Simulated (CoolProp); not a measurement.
A single-stage vapour-compression cycle with chlorine: evaporating at 210.15 K (dew point), condensing at 248.15 K (bubble point), superheat 8 K, subcooling 2 K, compressor efficiency 0.6, no pressure losses. Each further row changes one setting.

Values from CoolProp's reference Helmholtz-energy equation of state, Thol 2021.

```tsv
case	cooling COP	pressure ratio	discharge temperature (K)	refrigerating effect (kJ/kg)	volumetric capacity (kJ/m³)
as stated	2.72	6.42	426.6	273	247
evaporating temperature 215.15 K	3.30	4.82	397.1	275	326
condensing temperature 243.15 K	3.20	5.22	399.3	277	252
subcooling 7 K	2.77	6.42	426.6	277	252
```
